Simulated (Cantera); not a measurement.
An isothermal, constant-pressure homogeneous reactor starts with 6.43 % H2, 5.85 % O2, 87.7 % N2, at 850 K and 100000 Pa.

Cantera simulation using GRI-Mech 3.0 (53 species, 325 reactions); the numbers are that mechanism's predictions, not measurements. Below about 950 K walls govern HO2 and H2O2 in real vessels. The temperature is held fixed by assumption; the heat of reaction is taken as removed at once.

x: mole fraction; the columns are a selection and need not sum to one.

| t (s) | x H2 | x O2 | x NO2 | x NO | x H2O | x N2O |
|---|---|---|---|---|---|---|
| 5.00e-5 | 0.0643 | 0.0585 | <1e-12 | <1e-12 | <1e-12 | <1e-12 |
| 0.000115 | 0.0643 | 0.0585 | <1e-12 | <1e-12 | <1e-12 | <1e-12 |
| 0.000266 | 0.0643 | 0.0585 | <1e-12 | <1e-12 | 1.91e-12 | <1e-12 |
| 0.000613 | 0.0643 | 0.0585 | <1e-12 | <1e-12 | 4.78e-12 | <1e-12 |
| 0.00141 | 0.0643 | 0.0585 | <1e-12 | <1e-12 | 1.15e-11 | <1e-12 |
| 0.00326 | 0.0643 | 0.0585 | <1e-12 | <1e-12 | 2.71e-11 | <1e-12 |
| 0.00751 | 0.0643 | 0.0585 | <1e-12 | <1e-12 | 6.49e-11 | <1e-12 |
| 0.0173 | 0.0643 | 0.0585 | <1e-12 | <1e-12 | 1.61e-10 | <1e-12 |
| 0.0399 | 0.0643 | 0.0585 | <1e-12 | <1e-12 | 4.42e-10 | <1e-12 |
| 0.0921 | 0.0643 | 0.0585 | <1e-12 | <1e-12 | (withheld) | <1e-12 |
| 0.212 | 0.0643 | 0.0585 | <1e-12 | <1e-12 | (withheld) | <1e-12 |
| 0.490 | 0.0643 | 0.0585 | <1e-12 | <1e-12 | (withheld) | <1e-12 |
| 1.13 | 0.0643 | 0.0585 | <1e-12 | <1e-12 | (withheld) | 1.25e-12 |
| 2.60 | 0.0642 | 0.0584 | <1e-12 | <1e-12 | (withheld) | 2.02e-11 |
| 6.00 | 0.0605 | 0.0565 | <1e-12 | <1e-12 | (withheld) | 3.03e-10 |

Question: Some entries are withheld; supply them.

Answer: 
- 0.0921, x H2O: 1.52e-9
- 0.212, x H2O: 8.24e-9
- 0.490, x H2O: 9.26e-8
- 1.13, x H2O: 3.07e-6
- 2.60, x H2O: 0.000127
- 6.00, x H2O: 0.00373
